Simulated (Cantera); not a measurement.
Input: 1 mol Si₃N₄, 0.21 mol N₂O, 240 mol H₂, 1.2 mol CO₂, equilibrated at 1880 Torr.

Equilibrium computed with Cantera from the NASA thermochemical tables; the gas is ideal and each condensed phase is pure. Candidate condensed phases: C, C₆H₆, C₇H₈, C₈H₁₈, H₂O, Si, SiC, SiO₂, Si₂N₂O, Si₃N₄; 151 gas species. Mutual solubility and eutectic melting of coexisting phases are not modelled. The tables hold silica as quartz up to 1696 K and as liquid above; real silica turns to tridymite and cristobalite and melts near 1996 K. Equilibrium is a limit: real reactors are often held back by kinetics, nucleation or transport.

Q: At 1448 K, list the 6 most abundant gas species with their mole fractions, and the condensed phases.

A: H₂ 0.992, CO 0.00360, N₂ 0.00322, CH₄ 0.00136, H₂O 0.000137, NH₃ 1.02e-5. Condensed: SiO₂(β-quartz) + Si₂N₂O(s).
